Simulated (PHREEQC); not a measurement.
# City or well water (model solution)

Synthetic water in mg/kgw, 25 °C, pH 6.56, pe 2.3:

| constituent | mg/kgw |
|---|---|
| Na | 5.01 |
| K | 7.94 |
| Ca | 87.6 |
| Mg | 13.4 |
| Cl | 60.4 |
| S(6) as SO4 | 149 |
| Alkalinity as HCO3 | 61 |
| Sr | 0.201 |
| N(-3) as NH4 | 0.0181 |
| Mn(2) | 0.443 |
| Fe(2) | 1.43 |

Valence states are taken as typed.

The numbers come from PHREEQC with the ion-association model, wateq4f.dat.

This is a speciation only: nothing precipitates in the calculation.

**Question.** Predict the ionic strength.

**Answer.** ionic strength 0.00898 mol/kgw.

**Question.** In which forms is Mg present?

**Answer.** Mg+2 87 %, MgSO4 12 %, MgHCO3+ 0.7 % of the Mg.
